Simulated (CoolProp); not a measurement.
Saturation properties of 1-butene.

Model: reference Helmholtz-energy equation of state, Lemmon 2005, in CoolProp. It is a short technical equation, of lower accuracy than the large ones.

| T (K) | p (bar) | liquid density (kg/m³) | vapour density (kg/m³) | enthalpy of vaporisation (kJ/kg) | surface tension (mN/m) |
|---|---|---|---|---|---|
| 215.5 | 0.07781 | 681.9 | 0.2454 | 437.4 | 22.9 |
| 242.3 | 0.3478 | 653.1 | [?] | 414.5 | [?] |
| 269.1 | 1.105 | 623.0 | 2.902 | [?] | 15.7 |
| 295.8 | 2.766 | 591.1 | 6.879 | 363.0 | 12.3 |
| 322.6 | 5.870 | 556.0 | [?] | 331.3 | 9.05 |
| 349.4 | 11.02 | 515.8 | 27.01 | [?] | 6.03 |
| 376.1 | 18.89 | [?] | 49.34 | 242.7 | 3.31 |
| 402.9 | 30.46 | 396.2 | 95.42 | 165.6 | [?] |

### Question
Some entries are withheld; supply them.

### Answer

- 242.3, vapour density (kg/m³): 0.9887
- 242.3, surface tension (mN/m): 19.2
- 269.1, enthalpy of vaporisation (kJ/kg): 390.1
- 322.6, vapour density (kg/m³): 14.23
- 349.4, enthalpy of vaporisation (kJ/kg): 292.8
- 376.1, liquid density (kg/m³): 467.0
- 402.9, surface tension (mN/m): 0.987

It boils at 266.8 K under 1 atm.

Surface tension comes from a separate correlation (Mulero 2012).
